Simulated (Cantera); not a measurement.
A closed system holds: 1 mol PbF₂, 0.2 mol HF, 360 mol N₂, held at 2125 K and 0.00270 Torr.

Equilibrium computed with Cantera from the NASA thermochemical tables; the gas is ideal and each condensed phase is pure. Candidate condensed phases: Pb, PbF₂; 26 gas species. Kinetics and transport are ignored.

Base state: N₂ 0.991, F 0.00567, Pb 0.00275, HF 0.000385, H 0.000165 (mole fractions); condensed: gas only.

Question: What changes in the equilibrium state with this change: N₂ from 360 to 0.23 mol?

Answer: 
```tsv
species	before	after
F	0.00567	0.581
Pb	0.00275	0.287
N₂	0.991	0.0675
HF	0.000385	0.0584
PbF₂	<1e-9	0.000323
PbF	5.21e-7	0.00557
H	0.000165	0.000244
```
